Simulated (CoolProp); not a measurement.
Computed with CoolProp (reference Helmholtz-energy equation of state, Thol 2017).

Problem. Give the vapour pressure (MPa), enthalpy of vaporisation (kJ/kg), liquid cp (kJ/(kg K)), vapour Z of saturated octamethyltrisiloxane (MDM) at 142.85 °C.

Solution. 
| T (°C) | p (MPa) | enthalpy of vaporisation (kJ/kg) | liquid cp (kJ/(kg K)) | vapour Z |
|---|---|---|---|---|
| 142.85 | 0.0782 | 157 | 2.09 | 0.938 |
